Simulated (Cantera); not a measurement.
Cantera run:

```python
import numpy as np
import cantera as ct

gas_names = [...]  # 114 gases of nasa_gas.yaml made of C, Fe, H, O
cond_names = """
    C(gr) C6H6(L) C7H8(L) C8H18(L),n-octa Fe(a) Fe(c) Fe(d) Fe(L) FeC5O5(L) FeO(s) FeO(L) Fe(OH)2(s)
    Fe(OH)3(s) Fe2O3(s) Fe3O4(s) H2O(s) H2O(L)
""".split()


# ... load() reads the species with a 1 bar reference pressure and builds the phases ...
atoms = {
    'Fe(CO)5': {'Fe': 1, 'C': 5, 'O': 5},
    'CO': {'C': 1, 'O': 1},
    'H2': {'H': 2},
}
top_T = {'C(gr)': 4500, 'Fe2O3(s)': 1830, 'Fe3O4(s)': 1870}  # K; cautious upper limits of use, not melting points


# ... equilibrate(T, P, feed) seeds the gas with the atoms and calls Mixture.equilibrate('TP', solver="vcs", rtol=1e-11, max_steps=5000) ...
results = []
feed = {'Fe(CO)5': 1, 'CO': 0.051, 'H2': 0.65}  # mol
P = 3900  # Pa
for T in [973, 1023, 1073, 1123, 1173, 1223, 1273, 1323, 1373, 1423, 1473, 1523]:
    mix = equilibrate(T, P, feed)
    results.append((T, P, feed, dict(zip(mix.species_names, mix.species_moles))))
    x = sorted(zip(gas.X, gas.species_names), reverse=True)
    print(f"T = {T:g} K  P = {P:g} Pa  gas = {mix.phase_moles(0):.4g} mol")
    print("   x: " + "  ".join(f"{s} {v:.3e}" for v, s in x if v > 0.0001))
    print("   condensed (mol): " + ("  ".join(f"{mix.phase(i).name} {mix.phase_moles(i):.4g}"
          for i in range(1, mix.n_phases) if mix.phase_moles(i) > 1e-12) or "none"))
```

It prints:

```
T = 973 K  P = 3900 Pa  gas = 5.53 mol
   x: CO 8.540e-01  H2 1.150e-01  CO2 2.853e-02  H2O 2.383e-03
   condensed (mol): C(gr) 0.1706  Fe(a) 1
T = 1023 K  P = 3900 Pa  gas = 5.635 mol
   x: CO 8.740e-01  H2 1.142e-01  CO2 1.066e-02  H2O 1.066e-03
   condensed (mol): C(gr) 0.06584  Fe(a) 1
T = 1073 K  P = 3900 Pa  gas = 5.674 mol
   x: CO 8.812e-01  H2 1.140e-01  CO2 4.264e-03  H2O 5.094e-04
   condensed (mol): C(gr) 0.02695  Fe(a) 1
T = 1123 K  P = 3900 Pa  gas = 5.689 mol
   x: CO 8.839e-01  H2 1.140e-01  CO2 1.840e-03  H2O 2.593e-04
   condensed (mol): C(gr) 0.01186  Fe(a) 1
T = 1173 K  P = 3900 Pa  gas = 5.695 mol
   x: CO 8.850e-01  H2 1.140e-01  CO2 8.521e-04  H2O 1.396e-04
   condensed (mol): C(gr) 0.005592  Fe(a) 1
T = 1223 K  P = 3900 Pa  gas = 5.698 mol
   x: CO 8.855e-01  H2 1.140e-01  CO2 4.207e-04
   condensed (mol): C(gr) 0.002809  Fe(c) 1
T = 1273 K  P = 3900 Pa  gas = 5.699 mol
   x: CO 8.857e-01  H2 1.140e-01  CO2 2.199e-04
   condensed (mol): C(gr) 0.001493  Fe(c) 1
T = 1323 K  P = 3900 Pa  gas = 5.7 mol
   x: CO 8.858e-01  H2 1.140e-01  CO2 1.209e-04
   condensed (mol): C(gr) 0.0008331  Fe(c) 1
T = 1373 K  P = 3900 Pa  gas = 5.701 mol
   x: CO 8.859e-01  H2 1.140e-01
   condensed (mol): C(gr) 0.0004849  Fe(c) 1
T = 1423 K  P = 3900 Pa  gas = 5.701 mol
   x: CO 8.859e-01  H2 1.140e-01
   condensed (mol): C(gr) 0.0002915  Fe(c) 1
T = 1473 K  P = 3900 Pa  gas = 5.701 mol
   x: CO 8.859e-01  H2 1.140e-01
   condensed (mol): C(gr) 0.0001777  Fe(c) 1
T = 1523 K  P = 3900 Pa  gas = 5.701 mol
   x: CO 8.859e-01  H2 1.140e-01
   condensed (mol): C(gr) 0.0001055  Fe(c) 1
```

Method: chemical equilibrium by Gibbs-energy minimisation in Cantera with the NASA 1993 tables (ideal gas, pure condensed phases). Condensed phases not in the tables: cementite and carbon dissolved in iron.
